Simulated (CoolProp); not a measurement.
Properties of methanol at several states (Tc = 513.4 K, pc = 8.216 MPa, ω = 0.565).

Computed with CoolProp (reference Helmholtz-energy equation of state, de Reuck 1993).

| T (K) | p (MPa) | phase | isothermal compressibility (1/MPa) | viscosity (µPa s) |
|---|---|---|---|---|
| 328.6 | 1.9 | liquid | 0.001525 | 367 |
| 188.9 | 0.078 | liquid | 0.0005996 | 6960 |
| 611.5 | 0.896 | gas | 1.138 | 20.1 |
| 478.4 | 4.59 | liquid | 0.01721 | 78.4 |
| 396.8 | 4.91 | liquid | 0.002640 | 184 |
| 428.5 | 34.4 | liquid | 0.001907 | 176 |

Viscosity comes from a separate model (Xiang 2006).
